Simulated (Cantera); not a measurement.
A closed system holds: 1 mol Si, 1 mol HCl, 40 mol H2, held at 53.0 Pa.

These are equilibrium values from Cantera (NASA tables, ideal gas, pure condensed phases), not measurements of a reactor. Candidate condensed phases: Si; 19 gas species. The tables' values for SiCl3, SiCl are old estimates; treat these amounts as uncertain. Equilibrium is a limit: real reactors are often held back by kinetics, nucleation or transport.

x: gas mole fraction; n: condensed amount in mol.

```
T (K)   x H2    x HCl   x SiCl4       x H     x SiCl2  n Si(s)
-----  -----  -------  --------  --------  ----------  -------
748    0.992  0.00210   0.00484  1.25e-11  (withheld)    0.761
848    0.988  0.00750   0.00359  8.22e-10  (withheld)    0.816
948    0.981   0.0168   0.00132   2.26e-8  (withheld)    0.908
1048   0.977   0.0217  0.000122   3.32e-7  (withheld)    0.953
1148   0.977   0.0221   7.87e-6   3.08e-6  (withheld)    0.953
1248   0.977   0.0219   7.28e-7   2.00e-5  (withheld)    0.949
1348   0.977   0.0217   9.54e-8   9.93e-5     0.00135    0.944
1448   0.977   0.0215   1.66e-8  0.000396     0.00145    0.940
1548   0.976   0.0213   3.61e-9   0.00132     0.00154    0.933
1648   0.973   0.0210  9.39e-10   0.00382     0.00161    0.910
```

### Question
Some entries are withheld; supply them.

### Answer

- 748, x SiCl2: 3.81e-6
- 848, x SiCl2: 6.74e-5
- 948, x SiCl2: 0.000438
- 1048, x SiCl2: 0.000898
- 1148, x SiCl2: 0.00109
- 1248, x SiCl2: 0.00123
